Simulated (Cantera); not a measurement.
A perfectly stirred reactor is fed with C2H6 : N2 : H2O = 1 : 43 : 2.6 (molar parts), at 750 Torr; it is held at 1125 K, and followed from long to short residence time.

Cantera simulation using GRI-Mech 3.0 (53 species, 325 reactions); the numbers are that mechanism's predictions, not measurements.

x: mole fraction; the columns are a selection and need not sum to one.

| τ (s) | x C2H6 | x CH3 | x H2 | x CH4 | x C2H4 | x HCN | x H |
|---|---|---|---|---|---|---|---|
| 0.41 | 0.00428 | … | 0.0182 | 0.00153 | 0.0131 | <1e-12 | 3.63e-7 |
| 0.22 | 0.00644 | … | 0.0153 | 0.00119 | 0.0122 | <1e-12 | 3.87e-7 |
| 0.11 | 0.00975 | … | 0.0115 | 0.000815 | 0.0101 | <1e-12 | 3.93e-7 |
| 0.059 | 0.0131 | … | 0.00801 | 0.000517 | 0.00744 | <1e-12 | 3.81e-7 |
| 0.031 | 0.0163 | 2.51e-6 | 0.00490 | 0.000291 | 0.00474 | <1e-12 | 3.60e-7 |
| 0.016 | 0.0186 | 2.70e-6 | 0.00270 | 0.000149 | 0.00268 | <1e-12 | 3.37e-7 |
| 0.0083 | 0.0200 | 2.70e-6 | 0.00140 | 7.35e-5 | 0.00141 | <1e-12 | 3.14e-7 |
| 0.0043 | 0.0207 | 2.51e-6 | 0.000679 | 3.42e-5 | 0.000688 | <1e-12 | 2.84e-7 |
| 0.0022 | 0.0211 | … | 0.000297 | 1.43e-5 | 0.000301 | <1e-12 | 2.38e-7 |
| 0.0012 | 0.0213 | … | 0.000122 | 5.85e-6 | 0.000123 | <1e-12 | 1.77e-7 |

Task: Complete the blanks.

Result: 
- 0.41, x CH3: 1.06e-6
- 0.22, x CH3: 1.35e-6
- 0.11, x CH3: 1.77e-6
- 0.059, x CH3: 2.17e-6
- 0.0022, x CH3: 2.10e-6
- 0.0012, x CH3: 1.60e-6
